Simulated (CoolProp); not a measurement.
Aqueous sodium chloride as a coolant, at 22 °C, 1 atm.

Values from CoolProp's Melinder's fits for secondary coolants.

```tsv
mass %	freezing point (°C)	viscosity (mPa s)	density (kg/m³)	cp (kJ/(kg K))	Prandtl number
5.7	-3.5	1.05	1038	3.899	6.85
7.7	-4.9	1.09	1053	3.815	6.98
9.7	-6.3	1.13	1068	3.737	7.14
11.7	-7.9	1.18	1083	3.664	7.33
13.8	-9.8	1.24	1098	3.593	7.57
15.8	-11.7	1.30	1114	3.531	7.84
17.8	-13.8	1.37	1129	3.472	8.16
19.9	-16.3	1.46	1146	3.415	8.57
21.9	-19.0	1.55	1162	3.365	9.04
```
